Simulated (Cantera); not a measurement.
A closed system holds: 1 mol Si, 0.026 mol N₂O, 4 mol H₂, held at 1698.15 K and 0.0133 bar.

Equilibrium computed with Cantera from the NASA thermochemical tables; the gas is ideal and each condensed phase is pure. Candidate condensed phases: H₂O, Si, SiO₂, Si₂N₂O, Si₃N₄; 35 gas species. Gases not in the tables: Si₂H₆ and higher silanes. The numbers say what is thermodynamically allowed, not how fast it happens.

Base state: H₂ 0.986, SiO 0.00641, N₂ 0.00641, H 0.00125, Si 4.94e-5, SiH₂ 1.38e-5 (mole fractions); condensed: Si(l).

Q: What changes in the equilibrium state with this change: pressure from 0.0133 bar to 0.133 bar?

A: 
```csv
species,before,after
H₂,0.986,0.995
N₂,0.00641,0.00225
SiO,0.00641,0.00225
Si,4.94e-5,4.94e-6
H,0.00125,0.000396
SiH₂,1.38e-5,1.39e-5
"Si(l), mol",0.974,0.957
"Si₂N₂O(s), mol",0,0.0170
```
Mutual solubility and eutectic melting of coexisting phases are not modelled.
